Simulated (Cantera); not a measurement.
Thermodynamics of aluminium nitride and oxide growth, feed Al(CH3)3 + NH3 + N2

A closed system holds: 1 mol Al(CH3)3, 17 mol NH3, a varied amount of N2, equilibrated at 2173 K and 133 Pa.

Equilibrium computed with Cantera from the NASA thermochemical tables; the gas is ideal and each condensed phase is pure. Candidate condensed phases: Al, AlN, C, C6H6, C7H8, C8H18; 97 gas species. The feed counts by its element totals alone. Equilibrium is a limit: real reactors are often held back by kinetics, nucleation or transport.

From 6.9 mol N2 to 370 mol N2 the condensed part is C(graphite). From 580 mol N2 to 900 mol N2 nothing is condensed. The main Al-bearing gas is Al throughout.

```csv
n(N2) (mol),log p N2,log p H2,log p H,log p Al,log p HCN,log p C2H2 (acetylene),n C(graphite)
6.9,-3.38,-3.13,-3.88,-4.57,-4.82,-5.78,2.27
11,-3.32,-3.17,-3.90,-4.60,-4.80,-5.82,2.20
17,-3.25,-3.22,-3.92,-4.65,-4.79,-5.87,2.10
26,-3.18,-3.28,-3.96,-4.71,-4.79,-5.94,1.98
40,-3.11,-3.37,-4.00,-4.79,-4.80,-6.03,1.82
63,-3.05,-3.49,-4.06,-4.90,-4.83,-6.14,1.60
98,-3.00,-3.62,-4.13,-5.03,-4.87,-6.28,1.34
150,-2.97,-3.77,-4.20,-5.16,-4.93,-6.43,1.02
240,-2.94,-3.96,-4.30,-5.33,-5.01,-6.62,0.599
370,-2.92,-4.15,-4.39,-5.49,-5.09,-6.80,0.126
580,-2.90,-4.35,-4.49,-5.67,-5.25,-7.13,0
900,-2.89,-4.56,-4.60,-5.85,-5.43,-7.50,0
```
log p: log10 of the partial pressure in bar; n: condensed amount in mol.
